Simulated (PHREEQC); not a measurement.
**Acid mine or pickling water**

A made-up water analysis in mg/L, 20 °C, pH 3.81, pe 10.5:

```
constituent  mg/L
-----------  ----
Na           1170
K            24.9
Ca            606
Mg            110
Cl            558
S(6) as SO4  3500
Zn           55.2
Si as SiO2   5.08
Fe(3)        5.53
Pb           2.49
Br           1.97
Cd           1.37
```

Valence states are taken as typed.

Computed with PHREEQC (ion-association model, phreeqc.dat).

Precipitation was switched off in this run.

**Question.** Predict the ionic strength, density.

**Answer.** ionic strength 0.111 mol/kgw; density 1.004 g/cm³.

**Question.** In which forms is Cd present?

**Answer.** Cd+2 36 %, CdSO4 34 %, CdCl+ 19 %, Cd(SO4)2-2 10 %, CdCl2 0.7 % of the Cd.

Saturation is exceeded, for instance for Jarosite-K, Gypsum; the values hold only as long as no solid forms. Complexes and solids missing from the database can't appear.
